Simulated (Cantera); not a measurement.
Input (Python, Cantera) and output of one run.

```python
import numpy as np
import cantera as ct

gas_names = """
    H HNO HNO2 HNO3 HO2 H2 H2O H2O2 N NH NH2 NH3 NH2OH NO NO2 NO3 N2 N2H2 N2H4 N2O O OH O2 O3 V VN VO
    VO2
""".split()
cond_names = """
    H2O(s) H2O(L) V(cr) V(L) VN(s) VO(s) VO(L) V2O3(s) V2O3(L) V2O4(I) V2O4(II) V2O4(L) V2O5(s) V2O5(L)
""".split()


def load(file, names, dense=False):
    # The tables refer to 1 bar. Condensed volumes are neglected.
    table = {s.name: s for s in ct.Species.list_from_file(file)}
    out = []
    for n in names:
        d = dict(table[n].input_data)
        d["thermo"] = dict(d["thermo"], **{"reference-pressure": 1e5})
        if dense:
            d["equation-of-state"] = {"model": "constant-volume", "density": "1e6 g/cm^3"}
        out.append(ct.Species.from_dict(d))
    return out


gas = ct.Solution(thermo="ideal-gas", species=load("nasa_gas.yaml", gas_names))
cond = {s.name: ct.Solution(thermo="fixed-stoichiometry", species=[s], name=s.name)
        for s in load("nasa_condensed.yaml", cond_names, dense=True)}
atoms = {
    'V2O5': {'V': 2, 'O': 5},
    'H2': {'H': 2},
    'N2': {'N': 2},
}
top_T = {'VN(s)': 2300}  # K; cautious upper limits of use, not melting points


def equilibrate(T, P, feed):
    n = {}
    for name, mol in feed.items():
        for a, k in atoms[name].items():
            n[a] = n.get(a, 0.0) + k * mol
    gas.TPX = T, P, n
    mass = sum(n.values()) * gas.mean_molecular_weight
    gas.equilibrate("TP")
    valid = [c for c in cond.values() if c.min_temp <= T <= top_T.get(c.name, c.max_temp)]
    mix = ct.Mixture([(gas, mass / gas.mean_molecular_weight)] + [(c, 0.0) for c in valid])
    mix.T, mix.P = T, P
    mix.equilibrate("TP", solver="vcs", rtol=1e-11, max_steps=5000)
    return mix


results = []
feed = {'V2O5': 1, 'H2': 8.2, 'N2': 0.85}  # mol
P = 22  # Pa
for T in [873, 1023, 1173, 1323, 1473, 1623, 1773, 1923, 2073, 2223]:
    mix = equilibrate(T, P, feed)
    results.append((T, P, feed, dict(zip(mix.species_names, mix.species_moles))))

top = {s: max(r[3][s] / sum(r[3][g] for g in gas_names) for r in results) for s in gas_names}
cols = sorted((s for s in top if top[s] > 1e-06), key=lambda s: -top[s])[:5]
seen = [c for c in cond_names if any(r[3].get(c, 0) > 1e-12 for r in results)]
print("log10 of partial pressures in bar; condensed amounts in mol")
print(f"{'T/K':>10s}" + "".join(f"{s[:9]:>10s}" for s in cols + seen))
for T, P, feed, n in results:
    ng = sum(n[g] for g in gas_names)
    print(f"{T:10.4g}" + "".join(f"{np.log10(max(n[s] / ng * P / 1e5, 1e-99)):10.3f}" for s in cols)
          + "".join(f"{n.get(c, 0):10.4g}" for c in seen))
```

Result:

```
log10 of partial pressures in bar; condensed amounts in mol
       T/K        H2         H       H2O       VO2        N2   V2O3(s)
       873    -3.822   -12.241    -4.313   -20.546    -4.685         1
      1023    -3.822   -10.294    -4.313   -16.265    -4.685         1
      1173    -3.822    -8.839    -4.313   -13.099    -4.685         1
      1323    -3.822    -7.711    -4.313   -10.666    -4.685         1
      1473    -3.822    -6.809    -4.313    -8.743    -4.685         1
      1623    -3.824    -6.072    -4.315    -7.189    -4.686    0.9987
      1773    -3.831    -5.461    -4.325    -5.912    -4.691    0.9743
      1923    -3.858    -4.955    -4.425    -4.879    -4.724    0.6989
      2073    -3.926    -4.543    -4.718    -4.444    -4.802         0
      2223    -4.037    -4.212    -4.793    -4.489    -4.841         0
```

Method: chemical equilibrium by Gibbs-energy minimisation in Cantera with the NASA 1993 tables (ideal gas, pure condensed phases). Condensed phases not in the tables: the oxides between V2O3 and V2O5 other than VO2.
